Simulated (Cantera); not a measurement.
What does this Cantera script print?

```python
import numpy as np
import cantera as ct

gas = ct.Solution("h2o2.yaml")
gas.TPX = 1425, 3500, {'H2': 0.013, 'O2': 1}
reactor = ct.IdealGasConstPressureReactor(gas, energy="off", clone=False)
net = ct.ReactorNet([reactor])
net.rtol, net.atol = 1e-08, 1e-18
show = ['H2', 'O2', 'H2O2', 'OH', 'O', 'HO2']
times = np.geomspace(4e-06, 20, 10)

steps = ct.SolutionArray(gas, extra=["t"])
rows = []
print(f"{'t/s':>10s}{'T/K':>9s}{'P/Pa':>11s}" + "".join(f"{s:>11s}" for s in show))
for t in times:
    while net.time < t:
        t_next = net.step()
        steps.append(gas.state, t=t_next)
    rows.append([np.interp(t, steps.t, y) for y in (steps.T, steps.P, *steps(*show).X.T)])
    print(f"{t:10.3e}{rows[-1][0]:9.1f}{rows[-1][1]:11.4g}" + "".join(f"{x:11.3e}" for x in rows[-1][2:]))
rate = np.gradient(steps.T, steps.t)
print("integrator steps:", len(steps.t))
if steps.T.max() > steps.T[0] + 200:
    print(f"time of steepest temperature rise: {steps.t[rate.argmax()]:.4e} s")
gas.TPX = 1425, 3500, {'H2': 0.013, 'O2': 1}
gas.equilibrate("TP")
print(f"equilibrium (TP): T = {gas.T:.1f} K  " + "  ".join(f"{s} {gas[s].X[0]:.3e}" for s in show))
```

Output:

```
       t/s      T/K       P/Pa         H2         O2       H2O2         OH          O        HO2
 4.000e-06   1425.0       3500  1.283e-02  9.872e-01  1.276e-13  1.042e-09  1.047e-09  4.371e-09
 2.220e-05   1425.0       3500  1.283e-02  9.872e-01  3.860e-12  1.716e-08  1.767e-08  2.427e-08
 1.232e-04   1425.0       3500  1.283e-02  9.872e-01  1.082e-10  2.183e-07  2.446e-07  1.347e-07
 6.840e-04   1425.0       3500  1.259e-02  9.869e-01  2.365e-09  1.270e-04  1.495e-04  9.131e-07
 3.796e-03   1425.0       3500  6.095e-05  9.755e-01  2.920e-08  1.734e-03  1.058e-02  1.218e-06
 2.107e-02   1425.0       3500  4.602e-05  9.784e-01  2.651e-08  1.509e-03  7.871e-03  1.052e-06
 1.170e-01   1425.0       3500  1.503e-05  9.842e-01  1.647e-08  8.656e-04  2.485e-03  5.538e-07
 6.492e-01   1425.0       3500  1.392e-06  9.867e-01  4.072e-09  2.644e-04  2.250e-04  1.113e-07
 3.603e+00   1425.0       3500  1.053e-07  9.870e-01  5.745e-10  7.291e-05  1.696e-05  4.470e-08
 2.000e+01   1425.0       3500  4.601e-08  9.871e-01  3.155e-10  4.826e-05  7.422e-06  5.476e-08
integrator steps: 1662
equilibrium (TP): T = 1425.0 K  H2 4.598e-08  O2 9.871e-01  H2O2 3.153e-10  OH 4.824e-05  O 7.417e-06  HO2 5.478e-08
```

Computed with Cantera and the H2/O2 subset of GRI-Mech 3.0, which has no nitrogen chemistry. Radical loss at walls, strong at low pressure, is not modelled.
